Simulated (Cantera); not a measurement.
Input: 1 mol SiF4, 6.5 mol NH3, 15 mol N2, held at 1375 K and 2.80 mbar.

These are equilibrium values from Cantera (NASA tables, ideal gas, pure condensed phases), not measurements of a reactor. Candidate condensed phases: Si, Si3N4; 37 gas species. The tables' values for SiF3, SiF2 are old estimates; treat these amounts as uncertain. Kinetics and transport are ignored.

Base state: N2 0.628, H2 0.333, SiF4 0.0300, HF 0.00469, SiF3 0.00365, SiHF3 0.000392, SiF2 0.000321, H 3.74e-5 (mole fractions); condensed: gas only.

Question: What changes in the equilibrium state with this change: temperature from 1375 K to 848.15 K?

Answer: 
```tsv
species	before	after
N2	0.628	0.629
H2	0.333	0.336
SiF4	0.0300	0.0344
HF	0.00469	0.000118
SiF3	0.00365	1.81e-7
SiF2	0.000321	<1e-9
H	3.74e-5	<1e-9
SiHF3	0.000392	1.11e-5
Si3N4(s), mol	0	0.000259
```

Question: What changes in the equilibrium state with this change: 0.056 mol O2 added?

Answer: 
```json
[
 {"species": "N2", "before": "0.628", "after": "0.626"},
 {"species": "H2", "before": "0.333", "after": "0.328"},
 {"species": "SiF4", "before": "0.0300", "after": "0.0298"},
 {"species": "HF", "before": "0.00469", "after": "0.0144"},
 {"species": "SiF3", "before": "0.00365", "after": "0.00117"},
 {"species": "SiO", "before": "0", "after": "0.000169"},
 {"species": "H2O", "before": "0", "after": "2.28e-5"},
 {"species": "SiO2(β-quartz), mol", "before": "0", "after": "0.0410"},
 {"species": "Si2N2O(s), mol", "before": "0", "after": "0.0243"}
]
```
Mutual solubility and eutectic melting of coexisting phases are not modelled. The tables hold silica as quartz up to 1696 K and as liquid above; real silica turns to tridymite and cristobalite and melts near 1996 K. Further candidate phases: H2O, SiO2, Si2N2O.
